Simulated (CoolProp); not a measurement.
Properties of octamethylcyclotetrasiloxane (D4) at several states.

Model: reference Helmholtz-energy equation of state, Thol 2015, in CoolProp.

```tsv
T (°C)	p (MPa)	phase	density (kg/m³)	cp (kJ/(kg K))	isothermal compressibility (1/MPa)	expansivity (1/kK)
154.15	6.73	liquid	819.1	1.918	0.003805	1.370
254.55	0.359	gas	28.91	1.918	3.415	3.563
161.75	1.21	liquid	789.8	1.955	0.005488	1.655
```
